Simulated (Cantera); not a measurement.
Charge: 1 mol Zr, 1.3 mol H2O, 83 mol N2, held at 1.00 bar.

Method: chemical equilibrium by Gibbs-energy minimisation in Cantera with the NASA 1993 tables (ideal gas, pure condensed phases). Candidate condensed phases: H2O, Zr, ZrN, ZrO2; 28 gas species. Mutual solubility and eutectic melting of coexisting phases are not modelled. ZrN: taken at fixed stoichiometry. Condensed phases not in the tables: solid solutions among these carbides, nitrides and lower oxides. The numbers say what is thermodynamically allowed, not how fast it happens.

**Question.** At 2150 °C, list the 4 most abundant gas species with their mole fractions, and the condensed phases.

**Answer.** N2 0.983, H2 0.0144, H 0.00212, H2O 1.16e-5. Condensed: ZrN(s) + ZrO2(tetragonal).
